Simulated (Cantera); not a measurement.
Input: 1 mol CH3SiCl3, 0.083 mol CH4, 81 mol H2, at 1850 K and 43000 Pa.

Equilibrium computed with Cantera from the NASA thermochemical tables; the gas is ideal and each condensed phase is pure. Candidate condensed phases: C, C6H6, C7H8, C8H18, Si, SiC; 109 gas species. The feed counts by its element totals alone. Rates play no part.

Base state: H2 0.963, HCl 0.0354, H 0.000806, CH4 0.000261, C2H2 (acetylene) 0.000252, SiCl2 0.000113, Cl 2.25e-5 (mole fractions); condensed: C(graphite) + SiC(s).

**Question.** What changes in the equilibrium state with this change: pressure from 43000 Pa to 420 Pa?

**Answer.** 
```tsv
species	before	after
H2	0.963	0.956
HCl	0.0354	0.0350
H	0.000806	0.00813
SiCl2	0.000113	0.000112
CH4	0.000261	2.51e-6
Si	4.51e-7	4.62e-5
Cl	2.25e-5	0.000226
C2H2 (acetylene)	0.000252	0.000250
C(graphite), mol	0.0278	0.0547
SiC(s), mol	0.990	0.986
```
